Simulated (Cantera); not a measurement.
Input: 1 mol K2SO4, 1.8 mol H2O, 0.14 mol CO2, at 1100 °C and 101000 Pa.

Method: chemical equilibrium by Gibbs-energy minimisation in Cantera with the NASA 1993 tables (ideal gas, pure condensed phases). Candidate condensed phases: C, C6H6, C7H8, C8H18, H2O, H2SO4, K, KOH, KO2, K2CO3, K2O, K2O2, K2S, K2SO4, S; 130 gas species. Rates play no part.

Base state: H2O 0.927, CO2 0.0721, KOH 0.000386, SO2 0.000193, O2 0.000109, H2 2.61e-5, K2SO4 2.26e-5, OH 1.07e-5 (mole fractions); condensed: K2SO4(l).

**Question.** What changes in the equilibrium state with this change: temperature from 1100 °C to 1750 °C?

**Answer.** 
| species | before | after |
|---|---|---|
| H2O | 0.927 | 0.538 |
| KOH | 0.000386 | 0.211 |
| SO2 | 0.000193 | 0.110 |
| K2SO4 | 2.26e-5 | 0.0192 |
| O2 | 0.000109 | 0.0568 |
| CO2 | 0.0721 | 0.0499 |
| KO | <1e-9 | 0.000329 |
| SO | <1e-9 | 8.38e-5 |
| K | 2.47e-7 | 0.00887 |
| O | 6.40e-9 | 0.000189 |
| K2SO4(l), mol | 1.000 | 0.639 |

**Question.** What changes in the equilibrium state with this change: temperature from 1100 °C to 1277 °C?

**Answer.** 
| species | before | after |
|---|---|---|
| H2O | 0.927 | 0.921 |
| CO2 | 0.0721 | 0.0718 |
| KOH | 0.000386 | 0.00401 |
| SO2 | 0.000193 | 0.00201 |
| K | 2.47e-7 | 1.03e-5 |
| K2SO4 | 2.26e-5 | 0.000273 |
| O2 | 0.000109 | 0.00105 |
| OH | 1.07e-5 | 9.58e-5 |
| CO | 4.18e-6 | 2.23e-5 |
| K2SO4(l), mol | 1.000 | 0.996 |
